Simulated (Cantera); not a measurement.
**Gas-phase reforming**

A perfectly stirred reactor is fed with CH4 : CO2 = 1 : 0.57 (molar parts), at 1.00 bar; it is held at 1550 K, and followed from long to short residence time.

Computed with Cantera and GRI-Mech 3.0 (53 species, 325 reactions). GRI-Mech 3.0 stops at C3 and has no aromatics, soot or wall deposition, so with more carbon than oxygen in the feed, carbon stays in small species such as C2H2 where larger ones or solid carbon would form.

```csv
τ (s),x CH4,x CO2,x CO,x O,x H
1.2,0.131,0.0718,0.204,2.12e-12,1.39e-5
0.54,0.192,0.116,0.160,2.09e-12,1.13e-5
0.25,0.275,0.180,0.108,1.83e-12,9.10e-6
0.11,0.380,0.254,0.0546,1.37e-12,6.90e-6
0.053,0.465,0.304,0.0237,<1e-12,5.05e-6
0.024,0.537,0.336,0.00787,<1e-12,3.25e-6
0.011,0.585,0.352,0.00226,<1e-12,1.84e-6
0.0051,0.613,0.359,0.000579,<1e-12,9.02e-7
```
x: mole fraction; the columns are a selection and need not sum to one.
